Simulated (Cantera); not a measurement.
Cantera run:

```python
import numpy as np
import cantera as ct

gas_names = """
    H HO2 H2 H2O H2O2 Mg MgH MgO MgOH MgO2H2 Mg2 O OH O2 O3
""".split()
cond_names = """
    H2O(s) H2O(L) Mg(cr) Mg(L) MgO(s) MgO(L) MgO2H2(s)
""".split()


def load(file, names, dense=False):
    # The tables refer to 1 bar. Condensed volumes are neglected.
    table = {s.name: s for s in ct.Species.list_from_file(file)}
    out = []
    for n in names:
        d = dict(table[n].input_data)
        d["thermo"] = dict(d["thermo"], **{"reference-pressure": 1e5})
        if dense:
            d["equation-of-state"] = {"model": "constant-volume", "density": "1e6 g/cm^3"}
        out.append(ct.Species.from_dict(d))
    return out


gas = ct.Solution(thermo="ideal-gas", species=load("nasa_gas.yaml", gas_names))
cond = {s.name: ct.Solution(thermo="fixed-stoichiometry", species=[s], name=s.name)
        for s in load("nasa_condensed.yaml", cond_names, dense=True)}
atoms = {
    'Mg(OH)2': {'Mg': 1, 'O': 2, 'H': 2},
    'H2O': {'H': 2, 'O': 1},
}
top_T = {}  # K; cautious upper limits of use, not melting points


def equilibrate(T, P, feed):
    n = {}
    for name, mol in feed.items():
        for a, k in atoms[name].items():
            n[a] = n.get(a, 0.0) + k * mol
    gas.TPX = T, P, n
    mass = sum(n.values()) * gas.mean_molecular_weight
    gas.equilibrate("TP")
    valid = [c for c in cond.values() if c.min_temp <= T <= top_T.get(c.name, c.max_temp)]
    mix = ct.Mixture([(gas, mass / gas.mean_molecular_weight)] + [(c, 0.0) for c in valid])
    mix.T, mix.P = T, P
    mix.equilibrate("TP", solver="vcs", rtol=1e-11, max_steps=5000)
    return mix


results = []
feed = {'Mg(OH)2': 1, 'H2O': 1.8}  # mol
P = 460000  # Pa
for T in [598, 748, 898, 1048, 1198, 1348, 1498, 1648, 1798, 1948, 2098, 2248]:
    mix = equilibrate(T, P, feed)
    results.append((T, P, feed, dict(zip(mix.species_names, mix.species_moles))))
    x = sorted(zip(gas.X, gas.species_names), reverse=True)
    print(f"T = {T:g} K  P = {P:g} Pa  gas = {mix.phase_moles(0):.4g} mol")
    print("   x: " + "  ".join(f"{s} {v:.3e}" for v, s in x if v > 0.001))
    print("   condensed (mol): " + ("  ".join(f"{mix.phase(i).name} {mix.phase_moles(i):.4g}"
          for i in range(1, mix.n_phases) if mix.phase_moles(i) > 1e-12) or "none"))
```

It prints:

```
T = 598 K  P = 460000 Pa  gas = 2.8 mol
   x: H2O 1.000e+00
   condensed (mol): MgO(s) 1
T = 748 K  P = 460000 Pa  gas = 2.8 mol
   x: H2O 1.000e+00
   condensed (mol): MgO(s) 1
T = 898 K  P = 460000 Pa  gas = 2.8 mol
   x: H2O 1.000e+00
   condensed (mol): MgO(s) 1
T = 1048 K  P = 460000 Pa  gas = 2.8 mol
   x: H2O 1.000e+00
   condensed (mol): MgO(s) 1
T = 1198 K  P = 460000 Pa  gas = 2.8 mol
   x: H2O 1.000e+00
   condensed (mol): MgO(s) 1
T = 1348 K  P = 460000 Pa  gas = 2.8 mol
   x: H2O 1.000e+00
   condensed (mol): MgO(s) 1
T = 1498 K  P = 460000 Pa  gas = 2.8 mol
   x: H2O 9.998e-01
   condensed (mol): MgO(s) 1
T = 1648 K  P = 460000 Pa  gas = 2.801 mol
   x: H2O 9.993e-01
   condensed (mol): MgO(s) 1
T = 1798 K  P = 460000 Pa  gas = 2.802 mol
   x: H2O 9.981e-01  H2 1.122e-03
   condensed (mol): MgO(s) 1
T = 1948 K  P = 460000 Pa  gas = 2.804 mol
   x: H2O 9.952e-01  H2 2.680e-03  O2 1.114e-03
   condensed (mol): MgO(s) 0.9999
T = 2098 K  P = 460000 Pa  gas = 2.81 mol
   x: H2O 9.896e-01  H2 5.652e-03  O2 2.277e-03  OH 2.241e-03
   condensed (mol): MgO(s) 0.9998
T = 2248 K  P = 460000 Pa  gas = 2.82 mol
   x: H2O 9.795e-01  H2 1.077e-02  OH 4.843e-03  O2 4.209e-03
   condensed (mol): MgO(s) 0.9993
```

These are equilibrium values from Cantera (NASA tables, ideal gas, pure condensed phases), not measurements of a reactor.
